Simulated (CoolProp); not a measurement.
Vapour-liquid equilibrium of R134a (1) + R152A (2) at -8.65 °C; x and y are mole fractions of (1).

The numbers come from the multi-fluid Helmholtz-energy mixture model, Tillner-Roth 1994 and Outcalt 1996; pair parameters Lemmon 2004 in CoolProp.

### Question
Give the bubble pressure and the first vapour's composition at x = 0.05, 0.65, 0.95. Is there an azeotrope?

### Answer
x = 0.05: 1.910 bar, y = 0.049; x = 0.65: 1.986 bar, y = 0.679; x = 0.95: 2.094 bar, y = 0.959. y crosses x between x = 0.05 and 0.2: the model has an azeotrope there.

Pair parameters are fitted to limited data, so mixtures are less certain than the pure fluids.
